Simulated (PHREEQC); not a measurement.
# Nickel, zinc or cadmium bath

Solution (25 °C): 0.0024 mol CdCl2 per kg of water. Closed to the air; pH follows from the charge balance.

Equilibrium calculation in PHREEQC: ion-association model, wateq4f.dat.

Each row changes one thing in this solution. This is a speciation only: nothing precipitates in the calculation.

| case | pH | ionic strength (mol/kgw) | Cl- (mol/kgw) |
|---|---|---|---|
| as made | 6.25 | 0.00610 | 0.00424 |
| CdCl2 replaced by MgCl2 at the same molality | 6.89 | 0.00720 | 0.00480 |
| 0.00024 mol/kgw MnSO4 added | ? | 0.00688 | 0.00426 |
| temperature from 25 to 20 °C | ? | 0.00611 | 0.00425 |
| CdCl2 from 0.0024 to 0.012 mol/kgw | ? | 0.0238 | 0.0177 |

Problem. Fill in the missing entries.

Solution. 
- 0.00024 mol/kgw MnSO4 added, pH: 6.26
- temperature from 25 to 20 °C, pH: 6.30
- CdCl2 from 0.0024 to 0.012 mol/kgw, pH: 5.84
